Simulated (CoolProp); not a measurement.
Computed with CoolProp (reference Helmholtz-energy equation of state, Schmidt 1985). Above 300 K oxygen's equation is extrapolated.

Question: For oxygen, give the phase and the viscosity (µPa s), conductivity (mW/(m K)) at 82.3 K and 294 bar; 301 K and 294 bar.

Answer: 
- 82.3 K and 294 bar: liquid; viscosity 310, conductivity 179
- 301 K and 294 bar: supercritical; viscosity 31.9, conductivity 45.2

Viscosity comes from a separate model (Lemmon 2004). Thermal conductivity comes from a separate model (Lemmon 2004).
